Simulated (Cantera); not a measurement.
**Catalytic combustion on Pt**

An isothermal plug-flow reactor at 1148 K and 158 Torr (inlet), inlet velocity 0.43 m/s, active area per volume 110 1/m; feed 1.17 % CH4, 1.47 % O2, 96.6 % N2, 0.734 % H2O, equivalence ratio 1.6.

Model: Deutschmann's 1995 Pt surface mechanism with GRI-Mech 3.0 gas chemistry, integrated in Cantera. Catalytic surfaces can have several steady states; this one follows from the mechanism file's or the stated starting coverage. Mass transfer to the wall is taken as infinitely fast.

| z (m) | x CH4 | x O2 | x H2O | x CO2 | x CO | θ free Pt | θ H* | θ O* | θ CO* | θ C* |
|---|---|---|---|---|---|---|---|---|---|---|
| 7.5e-05 | 0.0115 | 0.0142 | 0.00785 | 0.000229 | 2.37e-5 | 0.650 | 2.03e-6 | 0.350 | 1.79e-5 | 2.20e-7 |
| 0.00013 | 0.0113 | 0.0138 | 0.00822 | 0.000412 | 2.54e-5 | 0.652 | 2.09e-6 | 0.347 | 1.83e-5 | 2.21e-7 |
| 0.00024 | 0.0109 | 0.0131 | 0.00895 | 0.000778 | 2.54e-5 | 0.658 | 2.21e-6 | 0.342 | 1.84e-5 | 2.21e-7 |
| 0.00042 | 0.0103 | 0.0119 | 0.0101 | 0.00137 | 2.48e-5 | 0.667 | 2.42e-6 | 0.332 | 1.85e-5 | 2.22e-7 |
| 0.00075 | 0.00929 | 0.00982 | 0.0122 | 0.00241 | 2.40e-5 | 0.687 | 2.85e-6 | 0.312 | 1.89e-5 | 2.27e-7 |
| 0.0013 | 0.00760 | 0.00646 | 0.0156 | 0.00408 | 2.43e-5 | 0.744 | 3.97e-6 | 0.256 | 2.26e-5 | 2.72e-7 |
| 0.0024 | 0.00359 | 0.000774 | 0.0215 | 0.00551 | 0.00258 | 0.990 | 0.000984 | 1.30e-5 | 0.00428 | 0.00486 |
| 0.0042 | 0.000912 | 1.47e-5 | 0.0202 | 0.00551 | 0.00521 | 0.985 | 0.00183 | 3.31e-6 | 0.00847 | 0.00481 |
| 0.0075 | 7.42e-5 | 1.03e-8 | 0.0193 | 0.00555 | 0.00599 | 0.988 | 0.00206 | 2.59e-6 | 0.00979 | 0.000507 |
x: gas mole fraction; θ: surface coverage.
